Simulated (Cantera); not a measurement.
Input: 1 mol LiCl, 0.12 mol HCl, 3.8 mol H2, 0.056 mol O2, held at 0.0133 bar.

Cantera equilibrium calculation (NASA polynomials, part measured and part estimated; ideal gas, pure solids and liquids). Candidate condensed phases: H2O, Li, LiCl, LiH, LiOH, Li2O; 25 gas species. Kinetics and transport are ignored.

Q: Which condensed phases are stable at each of these points (T (°C)): 577, 602, 627, 652, 677, 702, 727, 752, 777, 802, 827, 852, 877?

A: 
```
T (°C)  condensed phases  Li condensed (%)
------  ----------------  ----------------
577              LiCl(s)              99.3
602              LiCl(s)              98.5
627              LiCl(l)              97.0
652              LiCl(l)              94.6
677              LiCl(l)              90.7
702              LiCl(l)              84.2
727              LiCl(l)              73.7
752              LiCl(l)              57.1
777              LiCl(l)              30.6
802             gas only               0.0
827             gas only               0.0
852             gas only               0.0
877             gas only               0.0
```

From 577 °C to 602 °C the condensed part is LiCl(s). From 627 °C to 777 °C the condensed part is LiCl(l). From 802 °C to 877 °C nothing is condensed.
